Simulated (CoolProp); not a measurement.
R1123 along the isobar 9.48 bar: density (kg/m³) from the reference equation and from simpler models built on Tc = 331.7 K, pc = 45.49 bar, ω = 0.243; each cubic takes its own stable root.

Values from CoolProp's reference Helmholtz-energy equation of state, Akasaka 2020.

| T (K) | phase | reference |
|---|---|---|
| 226.2 | liquid | 1301 |
| 230.8 | liquid | 1286 |
| 235.4 | liquid | 1270 |
| 240 | liquid | 1254 |
| 244.7 | liquid | 1238 |
| 249.3 | liquid | 1221 |
| 253.9 | liquid | 1203 |
| 258.5 | liquid | 1185 |
| 263.1 | liquid | 1166 |
| 267.8 | liquid | 1146 |
| 272.4 | gas | 41.00 |
| 277 | gas | 39.81 |
| 281.6 | gas | 38.71 |
| 286.2 | gas | 37.70 |
| 290.8 | gas | 36.76 |
| 295.5 | gas | 35.87 |

Problem. How far does each simpler model (van der Waals, Redlich-Kwong, Peng-Robinson) lie from the reference over these 16 states: mean and median of the absolute difference, and the worst?

Solution. 
- van der Waals: mean 54.9 %, median 68.0 %, worst -96.6 % at 267.8 K and 9.48 bar
- Redlich-Kwong: mean 19.3 %, median 12.4 %, worst -96.4 % at 267.8 K and 9.48 bar
- Peng-Robinson: mean 1.5 %, median 1.7 %, worst +3.1 % at 226.2 K and 9.48 bar

At some of these states van der Waals, Redlich-Kwong gives the other phase, because its saturation line lies elsewhere.
